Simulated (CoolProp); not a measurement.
Vapour-liquid equilibrium of dimethyl ether (1) + R227EA (2) at 266.8 K; x and y are mole fractions of (1).

Model: multi-fluid Helmholtz-energy mixture model, Wu 2011 and Lemmon 2016; pair parameters Bell 2016, in CoolProp.

| x | bubble pressure, mixture model (bar) | bubble pressure, Raoult's law (bar) | y, mixture model | y, Raoult's law |
|---|---|---|---|---|
| 0.05 | 1.470 | 1.560 | (withheld) | 0.068 |
| 0.2 | (withheld) | 1.649 | (withheld) | 0.257 |
| 0.35 | (withheld) | 1.738 | 0.370 | 0.427 |
| 0.5 | (withheld) | 1.826 | 0.618 | 0.581 |
| 0.65 | 1.562 | 1.915 | 0.802 | 0.720 |
| 0.8 | 1.803 | 2.004 | (withheld) | 0.847 |
| 0.95 | (withheld) | 2.092 | 0.983 | 0.963 |

Task: Complete the blanks.

Result: 
- 0.05, y, mixture model: 0.019
- 0.2, bubble pressure, mixture model (bar): 1.307
- 0.2, y, mixture model: 0.143
- 0.35, bubble pressure, mixture model (bar): 1.260
- 0.5, bubble pressure, mixture model (bar): 1.360
- 0.8, y, mixture model: 0.915
- 0.95, bubble pressure, mixture model (bar): 2.044

The largest gap from Raoult's law is -27.5 % in bubble pressure, at x = 0.35. y crosses x between x = 0.2 and 0.35: the model has an azeotrope there.

The pair parameters rest on a limited set of measurements; away from them the model extrapolates.
